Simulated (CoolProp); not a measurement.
A Linde-Hampson liquefier for methane: isothermal reversible compression at 290 K from 1 atm to 5 MPa, throttling to 1 atm, return gas leaving the recuperator 0 K below the feed. Each further row changes one setting.

Computed with CoolProp (reference Helmholtz-energy equation of state, Setzmann 1991).

```
case                        liquid yield per pass  compression work (kJ/kg of gas)
--------------------------  ---------------------  -------------------------------
as stated                                   0.059                              572
high pressure 10 MPa                        0.120                              663
warm-end temperature 320 K                  0.044                              636
warm-end gap 5 K                            0.047                              572
```
